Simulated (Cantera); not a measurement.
A Cantera script and its output.

```python
import numpy as np
import cantera as ct

gas = ct.Solution("gri30.yaml")
gas.TPX = 1150, 24000, {'CO': 1, 'H2': 0.03, 'O2': 0.468, 'N2': 1.76, 'H2O': 0.32}
reactor = ct.IdealGasReactor(gas, energy="on", clone=False)
net = ct.ReactorNet([reactor])
net.rtol, net.atol = 1e-08, 1e-16
show = ['CO', 'H2', 'O2', 'HO2', 'O', 'N2O', 'OH']
times = np.geomspace(3e-06, 9, 15)

steps = ct.SolutionArray(gas, extra=["t"])
rows = []
print(f"{'t/s':>10s}{'T/K':>9s}{'P/Pa':>11s}" + "".join(f"{s:>11s}" for s in show))
for t in times:
    while net.time < t:
        t_next = net.step()
        steps.append(gas.state, t=t_next)
    rows.append([np.interp(t, steps.t, y) for y in (steps.T, steps.P, *steps(*show).X.T)])
    print(f"{t:10.3e}{rows[-1][0]:9.1f}{rows[-1][1]:11.4g}" + "".join(f"{x:11.3e}" for x in rows[-1][2:]))
rate = np.gradient(steps.T, steps.t)
print("integrator steps:", len(steps.t))
if steps.T.max() > steps.T[0] + 200:
    print(f"time of steepest temperature rise: {steps.t[rate.argmax()]:.4e} s")
gas.TPX = 1150, 24000, {'CO': 1, 'H2': 0.03, 'O2': 0.468, 'N2': 1.76, 'H2O': 0.32}
gas.equilibrate("UV")
print(f"equilibrium (UV): T = {gas.T:.1f} K  " + "  ".join(f"{s} {gas[s].X[0]:.3e}" for s in show))
```

Result:

```
       t/s      T/K       P/Pa         CO         H2         O2        HO2          O        N2O         OH
 3.000e-06   1150.0    2.4e+04  2.795e-01  8.385e-03  1.308e-01  2.140e-11  5.583e-10  1.489e-17  1.233e-11
 8.705e-06   1150.0    2.4e+04  2.795e-01  8.385e-03  1.308e-01  6.443e-11  1.580e-09  1.157e-16  7.507e-11
 2.526e-05   1150.0    2.4e+04  2.795e-01  8.385e-03  1.308e-01  2.413e-10  4.480e-09  9.270e-16  4.089e-10
 7.330e-05   1150.0    2.4e+04  2.795e-01  8.385e-03  1.308e-01  2.003e-09  1.696e-08  8.591e-15  2.720e-09
 2.127e-04   1150.0    2.4e+04  2.795e-01  8.384e-03  1.308e-01  7.053e-08  3.244e-07  2.464e-13  6.566e-08
 6.171e-04   1160.5  2.421e+04  2.770e-01  7.488e-03  1.287e-01  2.270e-05  1.158e-03  9.993e-10  2.572e-04
 1.791e-03   2405.4  4.684e+04  1.207e-01  9.327e-03  4.331e-02  2.749e-06  1.182e-02  1.024e-07  1.638e-02
 5.196e-03   2628.0  5.038e+04  1.062e-01  7.299e-03  3.478e-02  4.044e-06  7.018e-03  2.563e-07  1.519e-02
 1.508e-02   2622.3  5.024e+04  1.062e-01  7.335e-03  3.275e-02  3.820e-06  6.616e-03  2.844e-07  1.472e-02
 4.375e-02   2620.8  5.021e+04  1.062e-01  7.345e-03  3.227e-02  3.766e-06  6.522e-03  2.944e-07  1.461e-02
 1.270e-01   2620.8  5.021e+04  1.062e-01  7.345e-03  3.227e-02  3.765e-06  6.521e-03  2.945e-07  1.461e-02
 3.684e-01   2620.8  5.021e+04  1.062e-01  7.345e-03  3.227e-02  3.765e-06  6.521e-03  2.945e-07  1.461e-02
 1.069e+00   2620.8  5.021e+04  1.062e-01  7.345e-03  3.227e-02  3.765e-06  6.521e-03  2.945e-07  1.461e-02
 3.102e+00   2620.8  5.021e+04  1.062e-01  7.345e-03  3.227e-02  3.765e-06  6.521e-03  2.945e-07  1.461e-02
 9.000e+00   2620.8  5.021e+04  1.062e-01  7.345e-03  3.227e-02  3.765e-06  6.521e-03  2.945e-07  1.461e-02
integrator steps: 1397
time of steepest temperature rise: 8.8961e-04 s
equilibrium (UV): T = 2620.8 K  CO 1.062e-01  H2 7.345e-03  O2 3.227e-02  HO2 3.765e-06  O 6.521e-03  N2O 2.945e-07  OH 1.461e-02
```

Cantera simulation using GRI-Mech 3.0 (53 species, 325 reactions); the numbers are that mechanism's predictions, not measurements.
